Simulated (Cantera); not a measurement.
An isothermal, constant-pressure homogeneous reactor starts with 2.86 % CH4, 97.1 % N2, at 1848 K and 1330 Pa.

Cantera simulation using GRI-Mech 3.0 (53 species, 325 reactions); the numbers are that mechanism's predictions, not measurements. GRI-Mech 3.0 stops at C3 and has no aromatics, soot or wall deposition, so with more carbon than oxygen in the feed, carbon stays in small species such as C2H2 where larger ones or solid carbon would form. Radical loss at walls, strong at low pressure, is not modelled.

Predict: x(CH4) at 200 s; x(C2H2) at 200 s; x(CH3) at 200 s; x(HCN) at 200 s.


- x(CH4) at 200 s: 7.98e-8 (gas-phase equilibrium 1.82e-7)
- x(C2H2) at 200 s: 0.0138 (gas-phase equilibrium 0.00161)
- x(CH3) at 200 s: 3.65e-8 (gas-phase equilibrium 8.34e-8)
- x(HCN) at 200 s: 0.000111 (gas-phase equilibrium 0.0245)
